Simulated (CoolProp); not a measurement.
The fluid at 298.15 K and 0.167 MPa is throttled through a valve to 0.0505 MPa with no heat exchange. The same conditions are run with several fluids, on thermodynamics alone (safety and materials aside).

Values from CoolProp's reference Helmholtz-energy equation of state of each fluid (R236FA: Pan 2012; R404A: Lemmon 2003; ammonia: Gao 2020; R142b: Lemmon 2006; CF4 (R14): Platzer 1990). The equations of Platzer and Polt are older, rougher fits. Blends and air are pseudo-pure fits.

Problem. Rank R236FA, R404A, ammonia, R142b, CF4 (R14) by temperature change (K), highest first.

Solution. CF4 (R14) (-0.6), R404A (-2.0), R236FA (-2.8), R142b (-3.2), ammonia (-3.4)

```tsv
fluid	final density (kg/m³)
R236FA	3.18
R404A	2.02
ammonia	0.353
R142b	2.10
CF4 (R14)	1.80
```
